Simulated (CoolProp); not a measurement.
A single-stage vapour-compression cycle with the fluid: evaporating at 278.15 K (dew point), condensing at 301.15 K (bubble point), superheat 0 K, subcooling 5 K, compressor efficiency 0.85, no pressure losses. The same conditions are run with several fluids, on thermodynamics alone (safety and materials aside).

Values from CoolProp's reference Helmholtz-energy equation of state of each fluid (CH3F (R41): Lemmon 2006; R410A: Lemmon 2003; R152A: Outcalt 1996; sulfur hexafluoride: Guder 2009; R11: Jacobsen 1992; propane: Lemmon 2009). Blends and air are pseudo-pure fits.

```json
[
 {"fluid": "CH3F (R41)", "cooling COP": "8.12", "pressure ratio": "1.76", "discharge temperature (K)": "320.2", "refrigerating effect (kJ/kg)": "267", "volumetric capacity (kJ/m³)": "13200"},
 {"fluid": "R410A", "cooling COP": "9.09", "pressure ratio": "1.92", "discharge temperature (K)": "313.7", "refrigerating effect (kJ/kg)": "186", "volumetric capacity (kJ/m³)": "6690"},
 {"fluid": "R152A", "cooling COP": "9.64", "pressure ratio": "2.07", "discharge temperature (K)": "312.0", "refrigerating effect (kJ/kg)": "270", "volumetric capacity (kJ/m³)": "2680"},
 {"fluid": "sulfur hexafluoride", "cooling COP": "7.99", "pressure ratio": "1.77", "discharge temperature (K)": "304.0", "refrigerating effect (kJ/kg)": "60.3", "volumetric capacity (kJ/m³)": "7350"},
 {"fluid": "R11", "cooling COP": "9.89", "pressure ratio": "2.37", "discharge temperature (K)": "310.3", "refrigerating effect (kJ/kg)": "172", "volumetric capacity (kJ/m³)": "519"},
 {"fluid": "propane", "cooling COP": "9.40", "pressure ratio": "1.86", "discharge temperature (K)": "306.4", "refrigerating effect (kJ/kg)": "321", "volumetric capacity (kJ/m³)": "3840"}
]
```
